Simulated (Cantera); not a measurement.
Feed: 1 mol Fe3O4, 120 mol H2, equilibrated at 1248.15 K and 0.0100 bar.

Method: chemical equilibrium by Gibbs-energy minimisation in Cantera with the NASA 1993 tables (ideal gas, pure condensed phases). Candidate condensed phases: Fe, FeO, Fe(OH)2, Fe(OH)3, Fe2O3, Fe3O4, H2O; 12 gas species. Rates play no part.

Base state: H2 0.967, H2O 0.0333 (mole fractions); condensed: Fe(γ).

Task: What changes in the equilibrium state with this change: temperature from 1248.15 K to 2025 K?

Result: 
```tsv
species	before	after
H2	0.967	0.925
H2O	0.0333	0.0321
Fe	2.34e-8	0.0241
H	4.60e-6	0.0185
OH	1.62e-9	6.72e-5
FeO	<1e-9	1.77e-5
Fe(γ), mol	3.00	0
```

Task: What changes in the equilibrium state with this change: temperature from 1248.15 K to 2248 K?

Result: 
| species | before | after |
|---|---|---|
| H2 | 0.967 | 0.876 |
| H | 4.60e-6 | 0.0688 |
| H2O | 0.0333 | 0.0310 |
| Fe | 2.34e-8 | 0.0235 |
| OH | 1.62e-9 | 0.000364 |
| FeO | <1e-9 | 2.81e-5 |
| O | <1e-9 | 1.97e-5 |
| Fe(γ), mol | 3.00 | 0 |
